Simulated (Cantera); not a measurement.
A closed system holds: 1 mol MgO, 0.93 mol Cl2, 0.097 mol H2, equilibrated at 1425 K and 0.370 bar.

Equilibrium computed with Cantera from the NASA thermochemical tables; the gas is ideal and each condensed phase is pure. Candidate condensed phases: H2O, Mg, MgCl2, MgO, Mg(OH)2; 22 gas species. Equilibrium is a limit: real reactors are often held back by kinetics, nucleation or transport.

Base state: Cl2 0.494, MgCl2 0.200, HCl 0.165, O2 0.0998, Cl 0.0397, H2O 0.000427, ClO 0.000207 (mole fractions); condensed: MgO(s).

Task: What changes in the equilibrium state with this change: temperature from 1425 K to 998 K?

Result: 
| species | before | after |
|---|---|---|
| Cl2 | 0.494 | 0.788 |
| HCl | 0.165 | 0.190 |
| O2 | 0.0998 | 0.0192 |
| MgCl2 | 0.200 | 0.000491 |
| Cl | 0.0397 | 0.000550 |
| ClO | 0.000207 | 2.90e-6 |
| H2O | 0.000427 | 0.00132 |
| MgO(s), mol | 0.766 | 0.960 |
| MgCl2(l), mol | 0 | 0.0395 |

Task: What changes in the equilibrium state with this change: H2 from 0.097 to 0.072 mol?

Result: 
| species | before | after |
|---|---|---|
| Cl2 | 0.494 | 0.522 |
| MgCl2 | 0.200 | 0.208 |
| HCl | 0.165 | 0.125 |
| O2 | 0.0998 | 0.104 |
| Cl | 0.0397 | 0.0408 |
| H2O | 0.000427 | 0.000237 |
| ClO | 0.000207 | 0.000217 |
| MgO(s), mol | 0.766 | 0.763 |
